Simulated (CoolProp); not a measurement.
Aqueous ethylene glycol as a coolant, 16 % by mass, freezing at -5.9 °C, 1 atm.

The numbers come from the Melinder's fits for secondary coolants in CoolProp.

```json
[
 {"T (°C)": "-4.4", "cp (kJ/(kg K))": "3.929", "viscosity (mPa s)": "3.31", "density (kg/m³)": "1023", "conductivity (W/(m K))": "0.494"},
 {"T (°C)": "-0.8", "cp (kJ/(kg K))": "3.933", "viscosity (mPa s)": "2.90", "density (kg/m³)": "1023", "conductivity (W/(m K))": "0.499"},
 {"T (°C)": "2.8", "cp (kJ/(kg K))": "3.937", "viscosity (mPa s)": "2.55", "density (kg/m³)": "1022", "conductivity (W/(m K))": "0.504"},
 {"T (°C)": "6.4", "cp (kJ/(kg K))": "3.942", "viscosity (mPa s)": "2.26", "density (kg/m³)": "1022", "conductivity (W/(m K))": "0.508"},
 {"T (°C)": "10", "cp (kJ/(kg K))": "3.946", "viscosity (mPa s)": "2.01", "density (kg/m³)": "1021", "conductivity (W/(m K))": "0.513"},
 {"T (°C)": "13.6", "cp (kJ/(kg K))": "3.951", "viscosity (mPa s)": "1.80", "density (kg/m³)": "1020", "conductivity (W/(m K))": "0.518"},
 {"T (°C)": "17.2", "cp (kJ/(kg K))": "3.955", "viscosity (mPa s)": "1.62", "density (kg/m³)": "1019", "conductivity (W/(m K))": "0.522"},
 {"T (°C)": "20.8", "cp (kJ/(kg K))": "3.960", "viscosity (mPa s)": "1.46", "density (kg/m³)": "1018", "conductivity (W/(m K))": "0.526"},
 {"T (°C)": "24.4", "cp (kJ/(kg K))": "3.965", "viscosity (mPa s)": "1.33", "density (kg/m³)": "1017", "conductivity (W/(m K))": "0.531"},
 {"T (°C)": "28", "cp (kJ/(kg K))": "3.970", "viscosity (mPa s)": "1.21", "density (kg/m³)": "1016", "conductivity (W/(m K))": "0.535"},
 {"T (°C)": "31.6", "cp (kJ/(kg K))": "3.975", "viscosity (mPa s)": "1.11", "density (kg/m³)": "1015", "conductivity (W/(m K))": "0.539"},
 {"T (°C)": "35.2", "cp (kJ/(kg K))": "3.981", "viscosity (mPa s)": "1.02", "density (kg/m³)": "1014", "conductivity (W/(m K))": "0.543"},
 {"T (°C)": "38.8", "cp (kJ/(kg K))": "3.986", "viscosity (mPa s)": "0.945", "density (kg/m³)": "1012", "conductivity (W/(m K))": "0.547"}
]
```
